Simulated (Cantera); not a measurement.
Mixture: CH4 : O2 : N2 = 1 : 3.64 : 13.7 (molar parts), equivalence ratio 0.55, at 5.00 bar, adiabatic and at constant pressure. Ignition delay is the time to a rise of 400 K.

Detailed kinetics in Cantera: GRI-Mech 3.0 (53 species, 325 reactions).

Q: What does this change do: pressure from 5.00 bar to 10.0 bar?

A: 
| quantity | before | after |
|---|---|---|
| delay at 1100 K | 29.4 ms | 14.1 ms |
| delay at 1300 K | 2.19 ms | 1.13 ms |
| delay at 1500 K | 0.268 ms | 0.151 ms |
| delay at 1700 K | 51.6 µs | 29.7 µs |
| apparent activation energy between 1600 and 1800 K | 170 kJ/mol | 170 kJ/mol |
